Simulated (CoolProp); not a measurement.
Fluorine along the isobar 2740 kPa: density (kg/m³) from the reference equation and from simpler models built on Tc = -128.7 °C, pc = 5240 kPa, ω = 0.045; each cubic takes its own stable root.

Model: reference Helmholtz-energy equation of state, de Reuck 1990, in CoolProp.

| T (°C) | phase | reference |
|---|---|---|
| -159.85 | liquid | 1286 |
| -148.05 | liquid | 1157 |
| -136.35 | gas | 122.9 |
| -124.65 | gas | 103.2 |
| -112.85 | gas | 90.57 |
| -101.15 | gas | 81.49 |
| -89.45 | gas | 74.43 |
| -77.65 | gas | 68.68 |
| -65.95 | gas | 63.92 |
| -54.25 | gas | 59.87 |
| -42.45 | gas | 56.33 |
| -30.75 | gas | 53.25 |
| -19.05 | gas | 50.52 |
| -7.25 | gas | 48.06 |
| 4.45 | gas | 45.86 |
| 16.15 | gas | 43.87 |

Question: How far does each simpler model (van der Waals, Redlich-Kwong, Soave-Redlich-Kwong, Peng-Robinson) lie from the reference over these 16 states: mean and median of the absolute difference, and the worst?

Answer: 
- van der Waals: mean 8.5 %, median 0.9 %, worst -87.7 % at -148.05 °C and 2740 kPa
- Redlich-Kwong: mean 0.9 %, median 0.4 %, worst -6.4 % at -148.05 °C and 2740 kPa
- Soave-Redlich-Kwong: mean 0.7 %, median 0.3 %, worst -6.0 % at -148.05 °C and 2740 kPa
- Peng-Robinson: mean 2.2 %, median 1.4 %, worst +10.3 % at -159.85 °C and 2740 kPa

At some of these states van der Waals gives the other phase, because its saturation line lies elsewhere.
